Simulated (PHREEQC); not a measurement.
PHREEQC input (ion-association model, phreeqc.dat):

```
SOLUTION 1
  temp 25
  units mol/kgw
  pH 7 charge
  Cl 0.18
  Ca 0.09
END
SELECTED_OUTPUT 1
  -reset false
  -pH true
  -pe true
  -ionic_strength true
  -water true
  -totals Ca Cl Hdg
  -molalities H+ Ca+2 Cl- OH- CaOH+
USER_PUNCH 1
  -headings p_Hdg(g) phi_Hdg(g) p_H2O(g) phi_H2O(g) density
  10 PUNCH PR_P("Hdg(g)"), PR_PHI("Hdg(g)"), PR_P("H2O(g)"), PR_PHI("H2O(g)"), RHO
PRINT
  -reset false
USE solution 1
REACTION_TEMPERATURE 1
  10
GAS_PHASE 1
  -fixed_pressure
  -pressure 30
  -temperature 10
  -volume 20
  Hdg(g) 30
  H2O(g) 0
END
# ... the last block is repeated for the other 8 points of T (°C)
```

Selected output (columns that matter, 9 of 9 rows; T (°C) added in front):

```
T (°C)	pH	mu	Ca	Cl	Hdg	m_H+	m_Ca+2	m_Cl-	m_OH-	p_Hdg(g)	phi_Hdg(g)	p_H2O(g)	phi_H2O(g)	density
10	7.0406	0.27006	0.09002	0.18004	0.02415	1.1528e-07	0.09002	0.18004	4.7985e-08	29.986	1.0079	0.014279	0.87564	1.0088
20	6.9462	0.27011	0.090036	0.18007	0.022397	1.4369e-07	0.090036	0.18007	9.0192e-08	29.973	1.0081	0.026711	0.88504	1.0071
30	6.8293	0.27019	0.090062	0.18012	0.021213	1.8874e-07	0.090062	0.18012	1.4844e-07	29.952	1.0083	0.047771	0.89338	1.0045
40	6.7039	0.27031	0.090103	0.18021	0.020457	2.5284e-07	0.090103	0.18021	2.231e-07	29.918	1.0084	0.082043	0.90073	1.001
50	6.5801	0.2705	0.090166	0.18033	0.020036	3.3763e-07	0.090166	0.18033	3.1564e-07	29.864	1.0085	0.13582	0.90711	0.99681
60	6.4627	0.27077	0.090258	0.18052	0.019884	4.4443e-07	0.090258	0.18052	4.2794e-07	29.783	1.0085	0.21749	0.91253	0.99199
70	6.3536	0.27117	0.090391	0.18078	0.019953	5.7415e-07	0.090391	0.18078	5.6156e-07	29.662	1.0086	0.33787	0.91698	0.98661
80	6.2532	0.27174	0.090579	0.18116	0.020206	7.2721e-07	0.090579	0.18116	7.1742e-07	29.489	1.0086	0.51058	0.92045	0.98072
90	6.1615	0.27252	0.090839	0.18168	0.020611	9.0341e-07	0.090839	0.18168	8.9565e-07	29.248	1.0087	0.75233	0.9229	0.97434
```

Constants without temperature data keep their 25 °C values here.
